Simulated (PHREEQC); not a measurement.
A column of 1 m (40 cells, dispersivity 0.05 m, 300 s a shift, diffusion coefficient 3e-10 m²/s) holds 0.2 eq of the database's cation exchanger X per kg of pore water, first in equilibrium with 0.00066 mol/kgw KCl, 0.00047 mol/kgw NaCl and 1e-05 mol/kgw HCl. It is flushed with 0.00056 mol/kgw MgSO4, 0.073 mol/kgw CdCl2 and 1e-05 mol/kgw HCl, at 40 °C. Values are for the last cell. CO2 from the air is kept out. Nothing may precipitate in this run.

Base run: PHREEQC, ion-association model, phreeqc.dat. Each further column changes one thing. The table gives Na in solution (mol/kgw).

| pore volumes | base | exchange capacity from 0.2 to 0.1 eq/kgw | dispersivity from 0.05 to 0.1 m |
|---|---|---|---|
| 0 | 0.000470 | 0.000470 | 0.000470 |
| 0.9125 | 0.0266 | 0.0199 | 0.0256 |
| 1.663 | 0.0113 | 0.00337 | 0.0103 |
| 2.413 | 0.00173 | 0.000293 | 0.00288 |
| 3.312 | 0.000154 | 1.25e-5 | 0.000610 |
| 4.213 | 1.25e-5 | 4.74e-7 | 0.000128 |
| 4.963 | 1.49e-6 | 2.99e-8 | 3.46e-5 |

Constants without temperature data keep their 25 °C values here.
